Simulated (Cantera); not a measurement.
An isothermal, constant-pressure homogeneous reactor starts with CH₄ : N₂ = 1 : 150 (molar parts), at 1825 K and 1.01 bar. Integrator tolerance rtol = 1e-08.

Model: GRI-Mech 3.0 (53 species, 325 reactions), integrated in Cantera. GRI-Mech 3.0 stops at C3 and has no aromatics, soot or wall deposition, so with more carbon than oxygen in the feed, carbon stays in small species such as C2H2 where larger ones or solid carbon would form.

**Question.** What does this change do: CH4 1 to 0.11 parts?

**Answer.** 
| quantity | before | after |
|---|---|---|
| x(CH₄) at 10.0 s | 1.21e-6 (gas-phase equilibrium 4.89e-7) | 9.32e-9 (gas-phase equilibrium 2.05e-9) |
| x(H) at 10.0 s | 4.37e-5 (gas-phase equilibrium 4.37e-5) | 1.46e-5 (gas-phase equilibrium 1.46e-5) |
| x(C₂H₄) at 10.0 s | 6.37e-7 (gas-phase equilibrium 2.06e-8) | 7.40e-9 (gas-phase equilibrium 2.96e-11) |
| x(HCN) at 10.0 s | 4.75e-5 (gas-phase equilibrium 0.00637) | 4.81e-5 (gas-phase equilibrium 0.000729) |
| x(C₂H₆) at 10.0 s | 2.27e-12 (gas-phase equilibrium <1e-12) | <1e-12 (gas-phase equilibrium <1e-12) |
| x(CH₂) at 10.0 s | 5.51e-10 (gas-phase equilibrium 2.22e-10) | 3.84e-11 (gas-phase equilibrium 8.42e-12) |
| x(C₂H₂) at 10.0 s | 0.00326 (gas-phase equilibrium 0.000106) | 0.000342 (gas-phase equilibrium 1.36e-6) |

**Question.** What does this change do: N2 150 to 25 parts?

**Answer.** 
| quantity | before | after |
|---|---|---|
| x(CH₄) at 10.0 s | 1.21e-6 (gas-phase equilibrium 4.89e-7) | 8.45e-5 (gas-phase equilibrium 3.35e-5) |
| x(H) at 10.0 s | 4.37e-5 (gas-phase equilibrium 4.37e-5) | 0.000104 (gas-phase equilibrium 0.000104) |
| x(C₂H₄) at 10.0 s | 6.37e-7 (gas-phase equilibrium 2.06e-8) | 2.02e-5 (gas-phase equilibrium 3.06e-6) |
| x(HCN) at 10.0 s | 4.75e-5 (gas-phase equilibrium 0.00637) | 5.78e-5 (gas-phase equilibrium 0.0314) |
| x(C₂H₆) at 10.0 s | 2.27e-12 (gas-phase equilibrium <1e-12) | 1.26e-9 (gas-phase equilibrium 1.95e-10) |
| x(CH₂) at 10.0 s | 5.51e-10 (gas-phase equilibrium 2.22e-10) | 6.84e-9 (gas-phase equilibrium 2.71e-9) |
| x(C₂H₂) at 10.0 s | 0.00326 (gas-phase equilibrium 0.000106) | 0.0184 (gas-phase equilibrium 0.00278) |
